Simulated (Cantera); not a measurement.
Ignition delay

Mixture: CO : H2 : CH4 : O2 : N2 : CO2 = 1 : 0.27 : 0.36 : 1.43 : 5.36 : 0.43 (molar parts), equivalence ratio 0.95, at 13.0 bar, adiabatic and at constant volume. Ignition delay is the time to a rise of 400 K.

Computed with Cantera and GRI-Mech 3.0 (53 species, 325 reactions). The pressure lies above the range GRI-Mech 3.0 was tuned for (to about 10 atm).

```tsv
T0 (K)	delay (ms)
1150	0.351
1250	0.110
1350	0.0485
1450	0.0249
1550	0.0139
1650	0.00820
1750	0.00510
```

| Property | Result |
|---|---|
| apparent activation energy between 1550 and 1750 K | 110 kJ/mol |
